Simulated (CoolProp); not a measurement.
Vapour-liquid equilibrium of R134a (1) + R123 (2) at 0.112 MPa; x and y are mole fractions of (1).

Values from CoolProp's multi-fluid Helmholtz-energy mixture model, Tillner-Roth 1994 and Younglove 1994; pair parameters Bell 2016.

| x | bubble temperature (K) | y at the bubble point | dew temperature at overall composition x (K) | liquid density (mol/L) |
|---|---|---|---|---|
| 0.05 | 294.3 | 0.318 | 302.4 | 9.736 |
| 0.125 | 283.7 | 0.582 | 300.4 | 10.08 |
| 0.2 | 276.1 | 0.720 | 298.1 | 10.38 |
| 0.275 | 270.5 | 0.800 | 295.8 | 10.66 |
| 0.35 | 266.3 | 0.850 | 293.2 | 10.93 |
| 0.425 | 263.0 | 0.884 | 290.5 | 11.19 |
| 0.5 | 260.3 | 0.908 | 287.4 | 11.46 |
| 0.575 | 258.2 | 0.927 | 284.0 | 11.72 |
| 0.65 | 256.3 | 0.942 | 280.2 | 11.99 |
| 0.725 | 254.6 | 0.955 | 275.8 | 12.27 |
| 0.8 | 253.1 | 0.968 | 270.5 | 12.57 |
| 0.875 | 251.7 | 0.979 | 263.9 | 12.87 |
| 0.95 | 250.2 | 0.991 | 255.3 | 13.20 |

No azeotrope shows between x = 0.05 and 0.95.

The pair parameters rest on a limited set of measurements; away from them the model extrapolates.
